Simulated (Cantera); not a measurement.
Charge: 1 mol SiC, 1.2 mol H2, at 2652 °C and 1 atm.

Equilibrium computed with Cantera from the NASA thermochemical tables; the gas is ideal and each condensed phase is pure. Candidate condensed phases: C, C6H6, C7H8, C8H18, Si, SiC; 87 gas species. Gases not in the tables: Si2H6 and higher silanes. Equilibrium is a limit: real reactors are often held back by kinetics, nucleation or transport.

Base state: H2 0.765, H 0.108, Si 0.0484, C2H2 (acetylene) 0.0255, SiC2 0.0235, Si2C 0.0173, SiH 0.00646, SiH2 0.00197 (mole fractions); condensed: SiC(s).

Question: What changes in the equilibrium state with this change: pressure from 1 atm to 10.0 mbar?

Answer: 
```tsv
species	before	after
H	0.108	0.486
Si	0.0484	0.195
H2	0.765	0.152
C3	7.41e-5	0.0126
SiC2	0.0235	0.134
Si2C	0.0173	0.00330
C2H2 (acetylene)	0.0255	0.00716
CH4	4.11e-5	1.91e-8
C5	7.18e-7	0.000173
SiC(s), mol	0.833	0
```
